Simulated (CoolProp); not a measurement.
Hydrogen chloride along the isobar 12400 kPa: fugacity coefficient from the reference equation and from simpler models built on Tc = 324.7 K, pc = 8314 kPa, ω = 0.130; each cubic takes its own stable root.

Model: reference Helmholtz-energy equation of state, Thol 2018, in CoolProp.

```csv
T (K),phase,reference,van der Waals,Redlich-Kwong,Soave-Redlich-Kwong,Peng-Robinson
295.8,liquid,0.3050,0.4104,0.3411,0.3286,0.3140
300.9,liquid,0.3321,0.4314,0.3681,0.3573,0.3414
306,liquid,0.3599,0.4524,0.3955,0.3867,0.3695
311.1,liquid,0.3885,0.4734,0.4232,0.4165,0.3980
316.2,liquid,0.4175,0.4943,0.4508,0.4466,0.4267
321.3,liquid,0.4469,0.5151,0.4783,0.4766,0.4555
326.4,supercritical,0.4764,0.5356,0.5054,0.5062,0.4839
331.5,supercritical,0.5057,0.5558,0.5318,0.5352,0.5116
336.6,supercritical,0.5344,0.5755,0.5572,0.5630,0.5383
341.7,supercritical,0.5619,0.5947,0.5813,0.5891,0.5633
346.8,supercritical,0.5873,0.6131,0.6037,0.6131,0.5862
351.9,supercritical,0.6099,0.6307,0.6241,0.6346,0.6069
357,supercritical,0.6298,0.6471,0.6425,0.6539,0.6256
```
